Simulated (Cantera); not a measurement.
# Moist CO burnout

A perfectly stirred reactor is fed with 2.47 % CO, 2.47 % O2, 0.123 % H2O, 94.9 % N2, equivalence ratio 0.50, at 500000 Pa; it is held at 1000 K, and followed from long to short residence time.

Computed with Cantera and GRI-Mech 3.0 (53 species, 325 reactions).

| τ (s) | x CO | x O2 | x H2O | x HO2 | x O |
|---|---|---|---|---|---|
| 3.0 | 0.0178 | 0.0213 | 0.00123 | 8.30e-7 | 3.56e-8 |
| 1.6 | 0.0206 | 0.0227 | 0.00123 | 7.98e-7 | 3.51e-8 |
| 0.90 | 0.0224 | 0.0235 | 0.00123 | 7.52e-7 | 3.36e-8 |
| 0.49 | 0.0235 | 0.0241 | 0.00123 | 6.89e-7 | 3.11e-8 |
| 0.27 | 0.0241 | 0.0244 | 0.00123 | 6.07e-7 | 2.78e-8 |
| 0.15 | 0.0244 | 0.0246 | 0.00123 | 4.89e-7 | 2.28e-8 |
| 0.082 | 0.0246 | 0.0246 | 0.00123 | 3.02e-7 | 1.45e-8 |
| 0.045 | 0.0247 | 0.0247 | 0.00123 | 7.20e-8 | 4.00e-9 |
| 0.025 | 0.0247 | 0.0247 | 0.00123 | 1.40e-8 | 1.28e-9 |
| 0.014 | 0.0247 | 0.0247 | 0.00123 | 5.38e-9 | 8.72e-10 |
| 0.0076 | 0.0247 | 0.0247 | 0.00123 | 2.44e-9 | 7.27e-10 |
x: mole fraction; the columns are a selection and need not sum to one.
